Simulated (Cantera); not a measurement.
Feed: 1 mol Si, a varied amount of Br2, held at 1.30 mbar.

These are equilibrium values from Cantera (NASA tables, ideal gas, pure condensed phases), not measurements of a reactor. Candidate condensed phases: Br2, Si; 9 gas species. The tables' values for SiBr3 are old estimates. Kinetics and transport are ignored.

Stable condensed phases, one row left out:

```
T in °C \ n(Br2) in mol
         1.1 1.7 2.2 2.8 3.4   4 4.5 5.1 5.7 6.3
   1402    A   A   A   A   A   A   A   A   A   A
   1302    A   A   A   A   A   A   A   A   A   A
   1202    A   A   A   A   A   A   A   A   A   A
   1102    A   A   A   A   A   A   A   A   A   A
   1002    B   A   A   A   A   A   A   A   A   A
    902    B   A   A   A   A   A   A   A   A   A
    702    B   B   A   A   A   A   A   A   A   A
    602    B   B   A   A   A   A   A   A   A   A
    502    B   B   A   A   A   A   A   A   A   A
```

A: gas only; B: Si.

**Question.** Give the row for 802 °C.

**Answer.** 1.1: Si; 1.7: Si; 2.2: gas only; 2.8: gas only; 3.4: gas only; 4: gas only; 4.5: gas only; 5.1: gas only; 5.7: gas only; 6.3: gas only.
